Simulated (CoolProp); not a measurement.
Model: reference Helmholtz-energy equation of state, Thol 2022, in CoolProp.

### Question
For vinyl chloride, give the phase and the density (kg/m³), cp (kJ/(kg K)), isothermal compressibility (1/MPa), fugacity coefficient at 430 K and 280 bar.

### Answer
- 430 K and 280 bar: supercritical; density 742, cp 1.64, isothermal compressibility 0.00541, fugacity coefficient 0.253
